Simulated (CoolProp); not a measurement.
A single-stage vapour-compression cycle with R11: evaporating at 314.15 K (dew point), condensing at 363.15 K (bubble point), superheat 5 K, subcooling 5 K, compressor efficiency 0.85, no pressure losses. Each further row changes one setting.

Values from CoolProp's reference Helmholtz-energy equation of state, Jacobsen 1992.

| case | cooling COP | pressure ratio | discharge temperature (K) | refrigerating effect (kJ/kg) | volumetric capacity (kJ/m³) |
|---|---|---|---|---|---|
| as stated | 4.70 | 3.67 | 375.6 | 137 | 1350 |
| evaporating temperature 319.15 K | 5.41 | 3.15 | 374.5 | 140 | 1580 |
| condensing temperature 358.15 K | 5.35 | 3.27 | 370.2 | 142 | 1390 |
| subcooling 10 K | 4.86 | 3.67 | 375.6 | 142 | 1390 |
| superheat 15 K | 4.73 | 3.67 | 386.3 | 143 | 1360 |
| compressor efficiency 0.75 | 4.15 | 3.67 | 381.2 | 137 | 1350 |
